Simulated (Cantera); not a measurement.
**Equilibrium for chemical vapour transport: Fe2O3 + Cl2 + N2**

Charge: 1 mol Fe2O3, 0.64 mol Cl2, a varied amount of N2, at 1648.15 K and 2700 Pa.

These are equilibrium values from Cantera (NASA tables, ideal gas, pure condensed phases), not measurements of a reactor. Candidate condensed phases: Fe, FeCl2, FeCl3, FeO, Fe2O3, Fe3O4; 19 gas species. Kinetics and transport are ignored.

From 0.051 mol N2 to 7.3 mol N2 the condensed part is Fe3O4(s). The main Fe-bearing gas is FeCl2 throughout.

```tsv
n(N2) (mol)	x N2	x FeCl2	x O2	x Cl	x FeCl3	x Cl2	n Fe3O4(s)
0.051	0.0394	0.426	0.421	0.0907	0.0110	0.0106	0.480
0.088	0.0662	0.414	0.409	0.0885	0.0104	0.0101	0.480
0.15	0.108	0.396	0.390	0.0852	0.00960	0.00933	0.480
0.27	0.179	0.365	0.359	0.0795	0.00825	0.00812	0.479
0.46	0.270	0.324	0.318	0.0720	0.00664	0.00666	0.479
0.8	0.391	0.271	0.264	0.0619	0.00476	0.00492	0.479
1.4	0.529	0.209	0.204	0.0499	0.00297	0.00320	0.479
2.4	0.657	0.152	0.147	0.0381	0.00165	0.00187	0.480
4.2	0.770	0.102	0.0980	0.0272	0.000787	0.000953	0.481
7.3	0.853	0.0645	0.0620	0.0186	0.000342	0.000446	0.482
```
x: gas mole fraction; n: condensed amount in mol.
